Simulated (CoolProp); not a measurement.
A Linde-Hampson liquefier for dry air: isothermal reversible compression at 250 K from 1 atm to 40 MPa, throttling to 1 atm, return gas leaving the recuperator 2 K below the feed. Each further row changes one setting.

Computed with CoolProp (reference Helmholtz-energy equation of state, Lemmon 2000). It is a pseudo-pure fit of the blend.

| case | liquid yield per pass | compression work (kJ/kg of gas) |
|---|---|---|
| as stated | 0.168 | 424 |
| high pressure 80 MPa | 0.129 | 496 |
| warm-end temperature 280 K | 0.124 | 482 |
| warm-end gap 7 K | 0.157 | 424 |
